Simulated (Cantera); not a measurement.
Charge: 1 mol AlN, 0.52 mol H₂O, 5.9 mol N₂, equilibrated at 1.33 mbar.

Cantera equilibrium calculation (NASA polynomials, part measured and part estimated; ideal gas, pure solids and liquids). Candidate condensed phases: Al, AlN, Al₂O₃, H₂O; 35 gas species. Mutual solubility and eutectic melting of coexisting phases are not modelled. Rates play no part. All values below are at 1498 K.

Base state: N₂ 0.921, H₂ 0.0788, H 0.000132 (mole fractions); condensed: AlN(s) + Al₂O₃(s).

**Question.** What changes in the equilibrium state with this change: AlN replaced by BN?

**Answer.** 
```csv
species,before,after
N₂,0.921,0.902
H₂,0.0788,0.0729
B₂O₃,0,0.0156
HBO₂,0,0.00507
HBO,0,0.00330
"AlN(s), mol",0.653,0
"Al₂O₃(s), mol",0.173,0
"BN(s), mol",0,0.652
"B₂O₃(l), mol",0,0.0324
```
Further candidate phases: B, BN, B₂O₃, B₃O₃H₃.
